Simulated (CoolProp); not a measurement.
The fluoroketone C6F12O (FK-5-1-12) along the isobar 2020 kPa: density (kg/m³) from the reference equation and from simpler models built on Tc = 168.7 °C, pc = 1869 kPa, ω = 0.471; each cubic takes its own stable root.

Values from CoolProp's reference Helmholtz-energy equation of state, McLinden 2015.

| T (°C) | phase | reference | van der Waals | Soave-Redlich-Kwong |
|---|---|---|---|---|
| -43.45 | liquid | 1800 | 1059 | 1625 |
| -24.15 | liquid | 1748 | 1035 | 1589 |
| -4.85 | liquid | 1696 | 1009 | 1550 |
| 14.45 | liquid | 1642 | 982.4 | 1506 |
| 33.75 | liquid | 1586 | 953.4 | 1457 |
| 53.05 | liquid | 1527 | 922.2 | 1401 |
| 72.35 | liquid | 1464 | 888.1 | 1338 |
| 91.75 | liquid | 1394 | 850.0 | 1264 |
| 111.05 | liquid | 1317 | 806.7 | 1178 |
| 130.35 | liquid | 1226 | 755.1 | 1072 |
| 149.65 | liquid | 1106 | 688.4 | 931.6 |
| 168.95 | supercritical | 868.6 | 578.0 | 674.0 |
| 188.25 | supercritical | 293.8 | 306.7 | 284.2 |
| 207.55 | supercritical | 237.5 | 250.4 | 231.7 |
| 226.85 | supercritical | 207.9 | 220.9 | 203.4 |
